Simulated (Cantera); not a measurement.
An isothermal, constant-pressure homogeneous reactor starts with 31.2 % NO, 68.8 % N₂, at 1675 K and 0.133 bar.

Cantera simulation using GRI-Mech 3.0 (53 species, 325 reactions); the numbers are that mechanism's predictions, not measurements.

Problem. Predict: x(NO) at 20.0 s; x(O) at 20.0 s; x(N₂O) at 20.0 s; x(O₂) at 20.0 s; x(NO₂) at 20.0 s; x(N₂) at 20.0 s.

Solution. 
```
Property                                            Result
----------------  ----------------------------------------
x(NO) at 20.0 s      0.277 (gas-phase equilibrium 0.00235)
x(O) at 20.0 s     1.38e-5 (gas-phase equilibrium 3.71e-5)
x(N₂O) at 20.0 s   2.76e-5 (gas-phase equilibrium 5.21e-8)
x(O₂) at 20.0 s       0.0177 (gas-phase equilibrium 0.155)
x(NO₂) at 20.0 s  0.000100 (gas-phase equilibrium 2.45e-6)
x(N₂) at 20.0 s        0.705 (gas-phase equilibrium 0.843)
```
